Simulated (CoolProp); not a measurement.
200 sccm (0 °C, 1 atm) of nitrogen bubbles through liquid toluene at 280.1 K and leaves saturated at a total pressure of 0.00652 MPa (ideal gas phase). Each further row changes one setting.

Values from CoolProp's reference Helmholtz-energy equation of state, Lemmon 2006. It is a short technical equation, of lower accuracy than the large ones.

```tsv
case	vapour pressure (kPa)	mole fraction of vapour	delivery (mg/min)	delivery (sccm)	change of delivery for a bath 1 K warmer (%)
as stated	1.39	0.213	223	54.3	8.0
bath temperature 285.1 K	1.87	0.286	330	80.2	8.5
total pressure 0.013 MPa	1.39	0.107	98.5	24.0	6.9
```
